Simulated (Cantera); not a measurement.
Charge: 1 mol TiCl4, 0.11 mol H2O, equilibrated at 1552 °C and 0.160 bar.

Method: chemical equilibrium by Gibbs-energy minimisation in Cantera with the NASA 1993 tables (ideal gas, pure condensed phases). The tables' values for TiCl2 are old estimates; treat these amounts as uncertain. Kinetics and transport are ignored.

| species | before | after |
|---|---|---|
| TiCl4 | 0.710 | 0.796 |
| HCl | 0.179 | 0.187 |
| TiCl3 | 0.0564 | 0.00854 |
| Cl | 0.0501 | 0.00649 |
| TiCl2 | 2.63e-5 | 2.18e-7 |
| TiOCl2 | 0.00204 | 6.76e-5 |
| Cl2 | 0.00319 | 0.00103 |
| H2O | 1.71e-5 | 1.32e-5 |
| TiO2(rutile), mol | 0.0537 | 0.0550 |
Gas species are given as mole fractions.

Task: What was changed between the two runs?
A. H2O from 0.11 to 11 mol
B. H2O from 0.11 to 0.36 mol
C. temperature from 1552 °C to 1400 °C
D. temperature from 1552 °C to 1277 °C

Result: D, temperature from 1552 °C to 1277 °C
